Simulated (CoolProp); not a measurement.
Vapour-liquid equilibrium of R13 (1) + R11 (2) at 240.2 K; x and y are mole fractions of (1).

Values from CoolProp's multi-fluid Helmholtz-energy mixture model, Platzer 1990 and Jacobsen 1992; pair parameters Bell 2016. This equation is an older, rougher fit; its heat capacities, sound speeds and derivatives of the liquid may be far off and weren't checked against measurements.

Question: Give the bubble pressure and the first vapour's composition at x = 0.05, 0.8, 0.95. Is there an azeotrope?

Answer: x = 0.05: 72.22 kPa, y = 0.894; x = 0.8: 619.9 kPa, y = 0.994; x = 0.95: 722.1 kPa, y = 0.998. No azeotrope shows between x = 0.05 and 0.95.

The pair parameters rest on a limited set of measurements; away from them the model extrapolates. The gap from Raoult's law changes sign with composition, which may be real or a fault of the pair parameters; it wasn't checked against measurements. With so large a gap from Raoult's law the liquid may split in two, which this calculation doesn't test in full.
